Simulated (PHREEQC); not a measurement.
0.032 g of hydrous ferric oxide (600 m²/g; 0.2 weak and 0.005 strong sites per Fe, Dzombak-Morel constants, diffuse double layer) in 1 kg of water with 0.001 mol/kgw of an inert sodium salt and 5.6e-05 mol NiCl2 and 7.3e-08 mol ZnCl2, at 25 °C; the pH is set by adding NaOH or the inert anion's acid. Oxygen is held at 0.21 atm. The system is closed to CO2. No solid was allowed to form.

Equilibrium calculation in PHREEQC: ion-association model, wateq4f.dat.

**Question.** Predict Ni sorbed (%) at pH = 6, 6.5, 7.5, 9, 10.

**Answer.** 
```csv
pH,Ni sorbed (%)
6,1.6
6.5,3.9
7.5,26.7
9,62.5
10,64.7
```

Along this series the solution becomes supersaturated in solids that the run did not let form, among them Ni(OH)2.
